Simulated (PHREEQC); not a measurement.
PHREEQC input (ion-association model, wateq4f.dat):

```
SOLUTION_MASTER_SPECIES
  Amm  AmmH+  0  AmmH  17.031  # ammonia with no redox link, constants of NH4+
SOLUTION_SPECIES
  AmmH+ = AmmH+
    -log_k 0
  AmmH+ = Amm + H+
    -log_k -9.252
    -delta_h 12.48 kcal
    -analytic 0.6322 -0.001225 -2835.76
    -gamma 2.5 0.0
  AmmH+ + SO4-2 = AmmHSO4-
    -log_k 1.11
    -gamma 5.0 0.0
  SO4-2 + 10H+ + 8e- = H2S + 4H2O  # shut off: sulfate is not reduced
    -log_k -100
    -delta_h 0
    -analytic -100
PHASES
  Amm(g)
    Amm = Amm
    -log_k 1.770
    -delta_h -8.170 kcal
EXCHANGE_SPECIES
  AmmH+ + X- = AmmHX
    -log_k 0.6
SOLUTION 1
  temp 20
  units mol/kgw
  pH 7 charge
  Se(6) 0.034
  S(6) 0.031
  Cl 8.8e-05
  Ca 4.4e-05
SOLUTION 2
  temp 20
  units mol/kgw
  pH 7 charge
  Se(4) 0.00079
  Amm 0.00019
  Cl 0.058
  Ca 0.029
END
SELECTED_OUTPUT 1
  -reset false
  -pH true
  -pe true
  -ionic_strength true
  -water true
  -totals Amm Ca Cl S Se S(-2) S(6) Se(-2) Se(4) Se(6)
  -molalities H+ Ca+2 Cl- SO4-2 SeO4-2 CaSO4 CaOH+ HSO4- H2S HS-
    S-2 O2 OH- CaHSO4+ HSe- H2Se SeO3-2 H2SeO3 HSeO3- HSeO4-
    AmmH+ Amm AmmHSO4-
  -equilibrium_phases Gypsum Portlandite CaSeO3
PRINT
  -reset false
MIX 1
  1 1
  2 0
EQUILIBRIUM_PHASES 1
  Gypsum 0 0
  Portlandite 0 0
  CaSeO3 0 0
END
# ... the last block is repeated for the other 10 points of share of solution B
```

Selected output (columns that matter, 11 of 11 rows; share of solution B added in front):

```
share of solution B	pH	mu	Amm	Ca	Cl	S	Se	m_H+	m_Ca+2	m_Cl-	m_SO4-2	m_SeO4-2	m_CaSO4	m_HSO4-
0	1.1437	0.10975	0	4.4e-05	8.8e-05	0.031	0.034	0.087314	3.3624e-05	8.8e-05	0.0078231	0.014513	6.8129e-06	0.023166
0.1	1.1816	0.10807	1.9e-05	0.0029396	0.0058792	0.0279	0.030679	0.079944	0.0022911	0.0058792	0.0073181	0.013705	0.00043859	0.019933
0.2	1.2243	0.10634	3.8e-05	0.0058352	0.01167	0.0248	0.027358	0.07241	0.0046421	0.01167	0.0067855	0.012823	0.0008325	0.01682
0.3	1.2727	0.1046	5.7e-05	0.0087308	0.017462	0.0217	0.024037	0.064715	0.0070961	0.017462	0.0062189	0.011863	0.0011787	0.013845
0.4	1.3288	0.10281	7.6e-05	0.011626	0.023253	0.0186	0.020716	0.056824	0.0096648	0.023253	0.0056114	0.010807	0.0014646	0.011025
0.5	1.3955	0.10095	9.5e-05	0.014522	0.029044	0.0155	0.017395	0.048692	0.012363	0.029044	0.0049538	0.0096359	0.0016731	0.0083847
0.6	1.4778	0.098968	0.000114	0.017418	0.034835	0.0124	0.014074	0.040251	0.015209	0.034835	0.0042327	0.0083178	0.001781	0.0059567
0.7	1.5851	0.096793	0.000133	0.020313	0.040626	0.0093	0.010753	0.031403	0.018232	0.040626	0.003428	0.0068074	0.0017535	0.0037883
0.8	1.7392	0.094302	0.000152	0.023209	0.046418	0.0062	0.007432	0.021995	0.021473	0.046418	0.0025069	0.0050315	0.0015352	0.0019551
0.9	2.0105	0.091289	0.000171	0.026104	0.052209	0.0031	0.004111	0.011759	0.025007	0.052209	0.0014088	0.0028583	0.0010254	0.00059293
1	3.3965	0.087673	0.00019	0.029	0.058	0	0.00079	0.00048247	0.029	0.058	0	5.1758e-24	0	0
```

Complexes and solids missing from the database can't appear.
